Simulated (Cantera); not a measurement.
An adiabatic, constant-volume homogeneous reactor starts with 3.12 % CH₄, 9.24 % O₂, 87.6 % N₂, equivalence ratio 0.68, at 1800 K and 9.87 atm.

Model: GRI-Mech 3.0 (53 species, 325 reactions), integrated in Cantera.

Predict: time of steepest temperature rise; temperature at 0.200 s; equilibrium temperature; x(O₂) at 0.200 s; x(HCO) at 0.200 s.


* **time of steepest temperature rise**: 28.1 µs
* **temperature at 0.200 s**: 2560 K
* **equilibrium temperature**: 2560 K
* **x(O₂) at 0.200 s**: 0.0255 (gas-phase equilibrium 0.0255)
* **x(HCO) at 0.200 s**: 1.09e-9 (gas-phase equilibrium 1.09e-9)
